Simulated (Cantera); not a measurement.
# SiHCl₃ + HCl + H₂ (silicon epitaxy and polysilicon growth)

Charge: 1 mol SiHCl₃, 0.89 mol HCl, 71 mol H₂, equilibrated at 0.260 bar.

Equilibrium computed with Cantera from the NASA thermochemical tables; the gas is ideal and each condensed phase is pure. Candidate condensed phases: Si; 19 gas species. The tables' values for SiCl₃ are old estimates; treat these amounts as uncertain. Rates play no part.

At 948 K nothing is condensed. From 998 K to 1298 K the condensed part is Si(s). The main Si-bearing gas is SiCl₄ at 948 K and SiCl₂ at 1298 K. The share of Si in condensed phases is highest at 1298 K (51.3 %) and lowest at 948 K (0.0 %).

| T (K) | x H₂ | x HCl | x SiCl₄ | x SiHCl₃ | x SiCl₂ | x SiCl₃ | x SiH₂Cl₂ | n Si(s) |
|---|---|---|---|---|---|---|---|---|
| 948 | 0.981 | 0.00549 | 0.00726 | 0.00583 | 4.59e-5 | 9.92e-5 | 0.000475 | 0 |
| 998 | 0.979 | 0.00839 | 0.00672 | 0.00543 | 0.000122 | 0.000183 | 0.000473 | 0.0558 |
| 1048 | 0.976 | 0.0122 | 0.00599 | 0.00490 | 0.000284 | 0.000305 | 0.000456 | 0.128 |
| 1098 | 0.972 | 0.0168 | 0.00504 | 0.00424 | 0.000592 | 0.000461 | 0.000426 | 0.212 |
| 1148 | 0.968 | 0.0221 | 0.00394 | 0.00346 | 0.00110 | 0.000627 | 0.000382 | 0.302 |
| 1198 | 0.964 | 0.0274 | 0.00277 | 0.00262 | 0.00183 | 0.000758 | 0.000324 | 0.389 |
| 1248 | 0.961 | 0.0322 | 0.00172 | 0.00181 | 0.00271 | 0.000804 | 0.000259 | 0.462 |
| 1298 | 0.958 | 0.0358 | 0.000945 | 0.00114 | 0.00356 | 0.000751 | 0.000194 | 0.513 |
x: gas mole fraction; n: condensed amount in mol.
